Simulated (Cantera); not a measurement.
**Ignition delay**

Mixture: CO : H2 : O2 : N2 = 1 : 0.76 : 1.83 : 6.89 (molar parts), equivalence ratio 0.48, at 6.70 bar, adiabatic and at constant volume. Ignition delay is the time to a rise of 400 K.

Cantera simulation using GRI-Mech 3.0 (53 species, 325 reactions); the numbers are that mechanism's predictions, not measurements. The hydrogen kinetics of GRI-Mech 3.0 are dated; newer H2 mechanisms differ, most at raised pressure. Where the delays flatten at high temperature, the 400 K rule measures the pace of heat release, not the induction time.

| T0 (K) | delay (ms) |
|---|---|
| 1150 | 0.0740 |
| 1200 | 0.0233 |
| 1250 | 0.0125 |
| 1300 | 0.00836 |
| 1350 | 0.00624 |
| 1400 | 0.00497 |
| 1450 | 0.00414 |
| 1500 | 0.00357 |
